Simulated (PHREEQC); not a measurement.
A solution holds 0.015 mol/kgw HF, 0.25 mol/kgw (CH3)4NF and 0.01 mol/kgw H2SO4, at 20 °C. Closed to the air; pH follows from the charge balance.

Equilibrium calculation in PHREEQC: ion-association model, phreeqc.dat.

```json
[
 {"quantity": "pH", "before": "3.99", "after": "4.34"},
 {"quantity": "ionic strength (mol/kgw)", "before": "0.260", "after": "0.260"},
 {"quantity": "F- (mol/kgw)", "before": "0.215", "after": "0.213"},
 {"quantity": "HF2- (mol/kgw)", "before": "0.0153", "after": "0.0168"}
]
```

Q: What was changed between the two runs?
A) diluted 2-fold with water
B) temperature from 20 to 60 °C
C) H2SO4 from 0.01 to 0.011 mol/kgw
D) H2SO4 left out
E) diluted 5-fold with water

A: B, temperature from 20 to 60 °C

Precipitation was switched off in this run. (CH3)4N+ isn't in the database: it is added as a free cation with an ion size of 4 Å. Away from 25 °C the constants follow the database's enthalpies or fits; those with neither stay at their 25 °C values.
